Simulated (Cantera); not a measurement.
**Equilibrium for fluorocarbon and chlorocarbon gases: c-C4F8 + H2**

Charge: 1 mol c-C4F8, a varied amount of H2, held at 3227 °C and 615 Torr.

Cantera equilibrium calculation (NASA polynomials, part measured and part estimated; ideal gas, pure solids and liquids). Candidate condensed phases: C, C6H6, C7H8, C8H18; 95 gas species. The feed counts by its element totals alone. Gases not in the tables: C2F6 and larger saturated fluorocarbons. Kinetics and transport are ignored.

From 0.15 mol H2 to 1.2 mol H2 the condensed part is C(graphite). The main C-bearing gas is CF2 at 0.15 mol H2 and CF at 1.2 mol H2. The share of C in condensed phases is highest at 1.2 mol H2 (33.0 %) and lowest at 0.15 mol H2 (16.3 %).

```csv
n(H2) (mol),x F,x HF,x CF2,x CF,x C3,x H,x C2,x C,n C(graphite)
0.15,0.564,0.0425,0.188,0.157,0.0356,0.000432,0.00399,0.00362,0.651
0.2,0.557,0.0564,0.184,0.155,0.0356,0.000581,0.00399,0.00362,0.684
0.27,0.546,0.0757,0.177,0.152,0.0356,0.000793,0.00399,0.00362,0.730
0.36,0.534,0.100,0.169,0.148,0.0356,0.00107,0.00399,0.00362,0.789
0.48,0.517,0.132,0.158,0.144,0.0356,0.00146,0.00399,0.00362,0.867
0.65,0.493,0.176,0.144,0.137,0.0356,0.00205,0.00399,0.00362,0.976
0.87,0.462,0.232,0.127,0.129,0.0356,0.00287,0.00399,0.00362,1.11
1.2,0.417,0.311,0.103,0.116,0.0356,0.00428,0.00399,0.00362,1.32
```
x: gas mole fraction; n: condensed amount in mol.
